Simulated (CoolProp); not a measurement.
A simple Rankine cycle with benzene: condensing at 320.15 K, boiler at 0.662 MPa, turbine inlet 444.5 K, turbine efficiency 0.8, pump efficiency 0.7, no recuperator. Each further row changes one setting.

Computed with CoolProp (reference Helmholtz-energy equation of state, Thol 2012).

```json
[
 {"case": "as stated", "thermal efficiency (%)": "16.8", "net work (kJ/kg)": "96.1", "heat in (kJ/kg)": "572", "turbine exit temperature (K)": "367.3", "volume ratio over the turbine": "18.9"},
 {"case": "turbine inlet 464.5 K", "thermal efficiency (%)": "16.8", "net work (kJ/kg)": "102", "heat in (kJ/kg)": "607", "turbine exit temperature (K)": "388.4", "volume ratio over the turbine": "18.8"},
 {"case": "condensing temperature 312.15 K", "thermal efficiency (%)": "18.0", "net work (kJ/kg)": "105", "heat in (kJ/kg)": "587", "turbine exit temperature (K)": "360.0", "volume ratio over the turbine": "25.6"},
 {"case": "boiler pressure 0.463 MPa", "thermal efficiency (%)": "15.1", "net work (kJ/kg)": "87.6", "heat in (kJ/kg)": "578", "turbine exit temperature (K)": "378.1", "volume ratio over the turbine": "13.1"},
 {"case": "turbine efficiency 0.7", "thermal efficiency (%)": "14.7", "net work (kJ/kg)": "84.0", "heat in (kJ/kg)": "572", "turbine exit temperature (K)": "376.3", "volume ratio over the turbine": "19.4"}
]
```
